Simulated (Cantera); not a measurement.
# Reactions in the system N-O-Zr

Standard-state values (1 bar) from the NASA 1993 polynomials, evaluated with Cantera. Values are per mole of reaction as written; species without (g) are pure solids or liquids, kept so even where they would boil at 1 bar. ZrN: taken at fixed stoichiometry.

2 N2O(g) + 4 ZrO2 ⇌ 5 O2(g) + 4 ZrN

| T (K) | ΔH° (kJ) | ΔS° (J/K) | ΔG° (kJ) | log10 K | condensed phases |
|---|---|---|---|---|---|
| 300 | 2765.7 | 539.9 | 2603.7 | -453.34 | ZrO2(monoclinic), ZrN(s) |
| 1873 | 2713.1 | 490.7 | 1794.0 | -50.03 | ZrO2(tetragonal), ZrN(s) |
| 1948 | 2713.6 | 491.0 | 1757.2 | -47.12 | ZrO2(tetragonal), ZrN(s) |
| 2023 | 2714.3 | 491.3 | 1720.4 | -44.42 | ZrO2(tetragonal), ZrN(s) |
| 2098 | 2715.3 | 491.8 | 1683.5 | -41.91 | ZrO2(tetragonal), ZrN(s) |
| 2173 | 2716.4 | 492.3 | 1646.6 | -39.58 | ZrO2(tetragonal), ZrN(s) |
| 2248 | 2717.7 | 492.9 | 1609.7 | -37.40 | ZrO2(tetragonal), ZrN(s) |
| 2323 | 2719.2 | 493.6 | 1572.7 | -35.36 | ZrO2(tetragonal), ZrN(s) |
| 2398 | 2721.0 | 494.3 | 1535.6 | -33.45 | ZrO2(tetragonal), ZrN(s) |
